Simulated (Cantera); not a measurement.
Input: 1 mol HMDSO, 8.3 mol O2, 0.75 mol H2, 0.33 mol CO2, at 20000 Pa.

Method: chemical equilibrium by Gibbs-energy minimisation in Cantera with the NASA 1993 tables (ideal gas, pure condensed phases). Candidate condensed phases: C, C6H6, C7H8, C8H18, H2O, Si, SiC, SiO2; 123 gas species. The feed counts by its element totals alone. The tables hold silica as quartz up to 1696 K and as liquid above; real silica turns to tridymite and cristobalite and melts near 1996 K. Gases not in the tables: Si(OH)4. Rates play no part.

**Question.** Which condensed phases are stable at each of these points (T (K)): 1650, 1700, 1750, 1800, 1850, 1900, 1950, 2000, 2050?

**Answer.** 
```
T (K)  condensed phases  Si condensed (%)
-----  ----------------  ----------------
1650     SiO2(β-quartz)             100.0
1700    SiO2(condensed)             100.0
1750    SiO2(condensed)             100.0
1800    SiO2(condensed)             100.0
1850    SiO2(condensed)             100.0
1900    SiO2(condensed)             100.0
1950    SiO2(condensed)              99.9
2000            SiO2(l)              99.8
2050            SiO2(l)              99.6
```

At 1650 K the condensed part is SiO2(β-quartz). From 1700 K to 1950 K the condensed part is SiO2(condensed). From 2000 K to 2050 K the condensed part is SiO2(l).
